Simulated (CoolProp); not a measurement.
CF4 (R14) at 256.59 K and 4.05 MPa is throttled through a valve to 1.11 MPa with no heat exchange. Each further row changes one setting.

Values from CoolProp's reference Helmholtz-energy equation of state, Platzer 1990. This equation is an older, rougher fit; its heat capacities, sound speeds and derivatives of the liquid may be far off and weren't checked against measurements.

```tsv
case	temperature change (K)	final density (kg/m³)
as stated	-29.4	…
outlet pressure 0.333 MPa	…	…
outlet pressure 1.44 MPa	…	…
```

Problem. What belongs in the gaps?

Solution. 
- as stated, final density (kg/m³): 58.0
- outlet pressure 0.333 MPa, temperature change (K): -38.3
- outlet pressure 0.333 MPa, final density (kg/m³): 16.7
- outlet pressure 1.44 MPa, temperature change (K): -25.7
- outlet pressure 1.44 MPa, final density (kg/m³): 76.3
